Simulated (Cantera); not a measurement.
Charge: 1 mol SiH2Cl2, 29 mol NH3, 31 mol N2, at 380 Pa.

Method: chemical equilibrium by Gibbs-energy minimisation in Cantera with the NASA 1993 tables (ideal gas, pure condensed phases). Candidate condensed phases: NH4Cl, Si, Si3N4; 28 gas species. Gases not in the tables: Si2H6 and higher silanes. The numbers say what is thermodynamically allowed, not how fast it happens.

Question: Which condensed phases are stable at each of these points (T (K)): 975, 1075, 1175, 1275, 1375, 1475, 1575, 1675, 1775, 1875, 1975, 2075?

Answer: 
```tsv
T (K)	condensed phases	Si condensed (%)
975	Si3N4(s)	100.0
1075	Si3N4(s)	100.0
1175	Si3N4(s)	100.0
1275	Si3N4(s)	99.9
1375	Si3N4(s)	99.6
1475	Si3N4(s)	98.3
1575	Si3N4(s)	93.9
1675	Si3N4(s)	83.3
1775	Si(l)	74.0
1875	Si(l)	56.4
1975	gas only	0.0
2075	gas only	0.0
```

From 975 K to 1675 K the condensed part is Si3N4(s). From 1775 K to 1875 K the condensed part is Si(l). From 1975 K to 2075 K nothing is condensed.
